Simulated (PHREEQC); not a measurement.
Make-up at 20 °C: 0.017 mol H2SO4, 0.24 mol ZnSO4 and 0.00053 mol MnSO4 per kg of water. Closed to the air; pH follows from the charge balance.

Computed with PHREEQC (ion-association model, phreeqc.dat).

| quantity | before | after |
|---|---|---|
| pH | 1.97 | 2.97 |
| ionic strength (mol/kgw) | 0.483 | 0.465 |
| SO4-2 (mol/kgw) | 0.0739 | 0.0737 |
| Mn+2 (mol/kgw) | 0.000337 | 0.000334 |
| MnSO4 (mol/kgw) | 0.000193 | 0.000196 |
| SI of Pyrochroite (Mn(OH)2) | -15.34 | -13.33 |

Question: What was changed between the two runs?
A. diluted 10-fold with water
B. H2SO4 from 0.017 to 0.0017 mol/kgw
C. 0.0029 mol/kgw TMAH added
D. diluted 100-fold with water
E. H2SO4 from 0.017 to 0.034 mol/kgw

Answer: B, H2SO4 from 0.017 to 0.0017 mol/kgw

This is a speciation only: nothing precipitates in the calculation.
